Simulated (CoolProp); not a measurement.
Vapour-liquid equilibrium of R124 (1) + R142b (2) at 0.00103 MPa; x and y are mole fractions of (1).

The numbers come from the multi-fluid Helmholtz-energy mixture model, de Vries 1995 and Lemmon 2006; pair parameters Bell 2016 in CoolProp.

```tsv
x	bubble temperature, mixture model (K)	bubble temperature, Raoult's law (K)	y, mixture model	y, Raoult's law
0.05	188.2	188.2	0.049	0.053
0.125	188.2	188.1	0.122	0.131
0.2	188.3	188.1	0.196	0.209
0.275	188.3	188.0	0.271	0.286
0.35	188.3	188.0	0.348	0.362
0.425	188.3	188.0	0.426	0.438
0.5	188.3	187.9	0.505	0.513
0.575	188.3	187.9	0.586	0.588
0.65	188.2	187.8	0.666	0.662
0.725	188.1	187.8	0.745	0.736
0.8	188.0	187.7	0.821	0.808
0.875	187.9	187.7	0.893	0.881
0.95	187.7	187.6	0.960	0.952
```

The largest gap from Raoult's law is +0.4 K in bubble temperature, at x = 0.575. y crosses x between x = 0.35 and 0.425: the model has an azeotrope there.

Pair parameters are fitted to limited data, so mixtures are less certain than the pure fluids.
